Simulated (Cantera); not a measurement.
A closed system holds: 1 mol AlI₃, 24 mol N₂, at 1898 K and 16.0 Pa.

Equilibrium computed with Cantera from the NASA thermochemical tables; the gas is ideal and each condensed phase is pure. Candidate condensed phases: Al, AlI₃, AlN, I₂; 10 gas species. Equilibrium is a limit: real reactors are often held back by kinetics, nucleation or transport.

Base state: N₂ 0.872, I 0.0914, Al 0.0187, AlI 0.0176 (mole fractions); condensed: gas only.

Q: What changes in the equilibrium state with this change: temperature from 1898 K to 725 K?

A: 
```json
[
 {"species": "N₂", "before": "0.872", "after": "0.941"},
 {"species": "I₂", "before": "6.43e-8", "after": "0.0202"},
 {"species": "AlI₃", "before": "<1e-9", "after": "0.0199"},
 {"species": "I", "before": "0.0914", "after": "0.0189"},
 {"species": "Al", "before": "0.0187", "after": "<1e-9"},
 {"species": "AlI", "before": "0.0176", "after": "<1e-9"},
 {"species": "AlN(s), mol", "before": "0", "after": "0.498"}
]
```
